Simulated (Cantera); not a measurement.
Mixture: CH4 : O2 : N2 = 1 : 1.67 : 6.27 (molar parts), equivalence ratio 1.2, at 57000 Pa, adiabatic and at constant pressure. Ignition delay is the time to a rise of 400 K.

Computed with Cantera and GRI-Mech 3.0 (53 species, 325 reactions).

Question: What does this change do: 0.31 parts H2 added?

Answer: 
```tsv
quantity	before	after
delay at 1075 K	0.579 s	31.9 ms
delay at 1125 K	0.255 s	18.7 ms
delay at 1175 K	0.117 s	11.1 ms
delay at 1225 K	56.1 ms	6.65 ms
delay at 1275 K	27.9 ms	4.08 ms
delay at 1325 K	14.4 ms	2.56 ms
delay at 1375 K	7.69 ms	1.66 ms
apparent activation energy between 1275 and 1375 K	190 kJ/mol	130 kJ/mol
```
